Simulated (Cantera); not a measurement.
A Cantera script and what it prints.

```python
import numpy as np
import cantera as ct

gas_names = """
    C CO COS CO2 CS CS2 C2 C2O C3 C3O2 C4 C5 Mg MgO MgS Mg2 O O2 O3 S SO SO2 SO3 S2 S2O S8
""".split()
cond_names = """
    C(gr) Mg(cr) Mg(L) MgCO3(s) MgO(s) MgO(L) MgS(s) MgSO4(s) MgSO4(L) S(cr1) S(cr2) S(L)
""".split()


# ... load() reads the species with a 1 bar reference pressure and builds the phases ...
atoms = {
    'MgCO3': {'Mg': 1, 'C': 1, 'O': 3},
    'SO2': {'S': 1, 'O': 2},
    'CO2': {'C': 1, 'O': 2},
}
top_T = {'C(gr)': 4500, 'MgS(s)': 2250}  # K; cautious upper limits of use, not melting points


# ... equilibrate(T, P, feed) seeds the gas with the atoms and calls Mixture.equilibrate('TP', solver="vcs", rtol=1e-11, max_steps=5000) ...
results = []
feed = {'MgCO3': 1, 'SO2': 0.37, 'CO2': 0.64}  # mol
T = 725  # K
P = 210000  # Pa
mix = equilibrate(T, P, feed)
results.append((T, P, feed, dict(zip(mix.species_names, mix.species_moles))))
x = sorted(zip(gas.X, gas.species_names), reverse=True)
print(f"T = {T:g} K  P = {P:g} Pa  gas = {mix.phase_moles(0):.4g} mol")
print("   x: " + "  ".join(f"{s} {v:.3e}" for v, s in x if v > 0.001))
print("   condensed (mol): " + ("  ".join(f"{mix.phase(i).name} {mix.phase_moles(i):.4g}"
      for i in range(1, mix.n_phases) if mix.phase_moles(i) > 1e-12) or "none"))
```

Result:

```
T = 725 K  P = 210000 Pa  gas = 1.687 mol
   x: CO2 9.706e-01  SO2 1.254e-02  S2 8.880e-03  S8 6.067e-03  COS 1.627e-03
   condensed (mol): MgO(s) 0.7666  MgSO4(s) 0.2334
```

Method: chemical equilibrium by Gibbs-energy minimisation in Cantera with the NASA 1993 tables (ideal gas, pure condensed phases). Gases not in the tables: S3 to S7.
